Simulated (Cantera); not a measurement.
Feed: 1 mol SiC, 0.14 mol C, 2.5 mol N₂, held at 2525 K and 0.500 bar.

Method: chemical equilibrium by Gibbs-energy minimisation in Cantera with the NASA 1993 tables (ideal gas, pure condensed phases). Candidate condensed phases: C, Si, SiC, Si₃N₄; 20 gas species. The tables' values for SiN are old estimates; treat these amounts as uncertain. Kinetics and transport are ignored.

Base state: N₂ 0.995, Si 0.00290, SiC₂ 0.000808, Si₂C 0.000442, SiN 0.000199, CN 0.000179, C₂N₂ 8.97e-5, Si₂N 4.40e-5 (mole fractions); condensed: C(graphite) + SiC(s).

Question: What changes in the equilibrium state with this change: 0.0027 mol H₂O added?

Answer: 
```
species            before     after
----------------  -------  --------
N₂                  0.995     0.992
Si                0.00290   0.00290
HCN                     0   0.00105
CO                      0   0.00105
H                       0  0.000557
H₂                      0  0.000197
HNC                     0  0.000127
C(graphite), mol    0.146     0.141
SiC(s), mol         0.988     0.988
```
Further candidate phases: C₆H₆, C₇H₈, C₈H₁₈, H₂O, SiO₂, Si₂N₂O.
